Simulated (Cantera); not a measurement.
An isothermal, constant-pressure homogeneous reactor starts with 7.69 % CH₄, 92.3 % H₂, at 1725 K and 1200 Pa.

Cantera simulation using GRI-Mech 3.0 (53 species, 325 reactions); the numbers are that mechanism's predictions, not measurements. GRI-Mech 3.0 stops at C3 and has no aromatics, soot or wall deposition, so with more carbon than oxygen in the feed, carbon stays in small species such as C2H2 where larger ones or solid carbon would form. Radical loss at walls, strong at low pressure, is not modelled.

x: mole fraction; the columns are a selection and need not sum to one.

| t (s) | x CH₄ | x H₂ | x H | x C₂H₄ | x C₂H₆ |
|---|---|---|---|---|---|
| 4.00e-5 | 0.0769 | 0.923 | 9.84e-7 | <1e-12 | <1e-12 |
| 0.000206 | 0.0769 | 0.923 | 4.55e-6 | 1.22e-10 | 5.02e-11 |
| 0.00106 | 0.0769 | 0.923 | 2.28e-5 | 2.17e-8 | 6.13e-9 |
| 0.00543 | 0.0767 | 0.923 | … | … | … |
| 0.0279 | 0.0751 | 0.923 | 0.000577 | 0.000199 | 6.48e-6 |
| 0.143 | … | 0.933 | … | … | … |
| 0.737 | 0.0192 | 0.952 | 0.00131 | 5.61e-5 | 1.34e-6 |
| 3.79 | 0.00330 | 0.961 | 0.00160 | 1.73e-5 | 5.00e-8 |
| 19.5 | 0.000574 | 0.962 | 0.00167 | 1.64e-5 | 1.72e-9 |
| 100 | 0.000226 | 0.963 | 0.00168 | 1.64e-5 | 3.82e-10 |

Question: Some entries are withheld; supply them.

Answer: 
- 0.00543, x H: 0.000116
- 0.00543, x C₂H₄: 2.95e-6
- 0.00543, x C₂H₆: 3.37e-7
- 0.143, x CH₄: 0.0552
- 0.143, x H: 0.00109
- 0.143, x C₂H₄: 0.000309
- 0.143, x C₂H₆: 8.82e-6
